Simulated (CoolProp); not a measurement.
A single-stage vapour-compression cycle with R404A: evaporating at 248.15 K (dew point), condensing at 278.15 K (bubble point), superheat 10 K, subcooling 5 K, compressor efficiency 0.7, no pressure losses. Each further row changes one setting.

Values from CoolProp's reference Helmholtz-energy equation of state, Lemmon 2003. It is a pseudo-pure fit of the blend.

```csv
case,cooling COP,pressure ratio,discharge temperature (K),refrigerating effect (kJ/kg),volumetric capacity (kJ/m³)
as stated,5.06,2.88,302.7,161,1950
evaporating temperature 253.15 K,6.31,2.37,300.0,164,2390
condensing temperature 273.15 K,6.21,2.47,296.0,168,2040
subcooling 10 K,5.28,2.88,302.7,168,2040
superheat 20 K,5.07,2.88,313.2,170,1960
compressor efficiency 0.6,4.34,2.88,308.1,161,1950
```
